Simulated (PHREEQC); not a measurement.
Consider water at 25 °C and 100 atm with 0.088 mol H3BO3 per kg of water. Closed to the air; pH follows from the charge balance.

Equilibrium calculation in PHREEQC: ion-association model, phreeqc.dat.

```csv
quantity,before,after
pH,5.11,4.96
ionic strength (mol/kgw),7.72e-6,1.09e-5
H2BO3- (mol/kgw),7.72e-6,1.09e-5
```

**Question.** Name the change that produced these shifts.
(A) H3BO3 from 0.088 to 0.0088 mol/kgw
(B) diluted 10-fold with water
(C) 0.15 mol/kgw HBr added
(D) H3BO3 from 0.088 to 0.176 mol/kgw

**Answer.** D, H3BO3 from 0.088 to 0.176 mol/kgw

No solid was allowed to form. Under pressure, the constants of complexes without a molar volume in the database are unreliable.
